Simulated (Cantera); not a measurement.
Feed: 1 mol BN, 2.8 mol F₂, equilibrated at 13.3 mbar.

Equilibrium computed with Cantera from the NASA thermochemical tables; the gas is ideal and each condensed phase is pure. Candidate condensed phases: B, BN; 13 gas species. Kinetics and transport are ignored.

Q: At 1027 °C, list the 4 most abundant gas species with their mole fractions, and the condensed phases.

A: F 0.627, BF₃ 0.245, N₂ 0.123, F₂ 0.00550. Condensed: gas only.
